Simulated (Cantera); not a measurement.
An isothermal, constant-pressure homogeneous reactor starts with H2 : O2 : N2 = 0.0074 : 1 : 0.4 (molar parts), at 1175 K and 10.00 Torr. Integrator tolerance rtol = 1e-08.

Computed with Cantera and GRI-Mech 3.0 (53 species, 325 reactions). Radical loss at walls, strong at low pressure, is not modelled.

What does this change do: H2 0.0074 to 0.018 parts?


| quantity | before | after |
|---|---|---|
| x(H2) at 200 s | 8.42e-10 (gas-phase equilibrium 4.08e-10) | 1.63e-9 (gas-phase equilibrium 9.92e-10) |
| x(O2) at 200 s | 0.710 (gas-phase equilibrium 0.710) | 0.703 (gas-phase equilibrium 0.703) |
| x(H2O2) at 200 s | 1.93e-11 (gas-phase equilibrium 9.77e-12) | 3.69e-11 (gas-phase equilibrium 2.36e-11) |
| x(OH) at 200 s | 2.79e-6 (gas-phase equilibrium 1.94e-6) | 3.86e-6 (gas-phase equilibrium 3.02e-6) |
| x(NO) at 200 s | 1.59e-8 (gas-phase equilibrium 0.000179) | 4.71e-8 (gas-phase equilibrium 0.000178) |
| x(O) at 200 s | 2.21e-7 (gas-phase equilibrium 1.07e-7) | 1.75e-7 (gas-phase equilibrium 1.07e-7) |

What does this change do: H2 0.0074 to 0.0028 parts?


```
quantity                                             before                                      after
----------------  -----------------------------------------  -----------------------------------------
x(H2) at 200 s    8.42e-10 (gas-phase equilibrium 4.08e-10)  4.36e-10 (gas-phase equilibrium 1.54e-10)
x(O2) at 200 s          0.710 (gas-phase equilibrium 0.710)        0.713 (gas-phase equilibrium 0.712)
x(H2O2) at 200 s  1.93e-11 (gas-phase equilibrium 9.77e-12)  1.01e-11 (gas-phase equilibrium 3.71e-12)
x(OH) at 200 s      2.79e-6 (gas-phase equilibrium 1.94e-6)    2.01e-6 (gas-phase equilibrium 1.20e-6)
x(NO) at 200 s     1.59e-8 (gas-phase equilibrium 0.000179)   9.66e-9 (gas-phase equilibrium 0.000179)
x(O) at 200 s       2.21e-7 (gas-phase equilibrium 1.07e-7)    3.02e-7 (gas-phase equilibrium 1.07e-7)
```
